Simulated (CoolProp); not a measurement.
A single-stage vapour-compression cycle with R236FA: evaporating at 241.15 K (dew point), condensing at 285.15 K (bubble point), superheat 0 K, subcooling 0 K, compressor efficiency 0.8, no pressure losses. Each further row changes one setting.

The numbers come from the reference Helmholtz-energy equation of state, Pan 2012 in CoolProp.

```tsv
case	cooling COP	pressure ratio	discharge temperature (K)	refrigerating effect (kJ/kg)	volumetric capacity (kJ/m³)
as stated	3.56	7.38	289.7	122	219
evaporating temperature 246.15 K	4.21	5.63	288.5	125	291
condensing temperature 280.15 K	4.14	6.11	284.9	128	230
subcooling 5 K	3.73	7.38	289.7	128	230
superheat 10 K	3.61	7.38	300.3	129	223
compressor efficiency 0.7	3.11	7.38	295.5	122	219
```
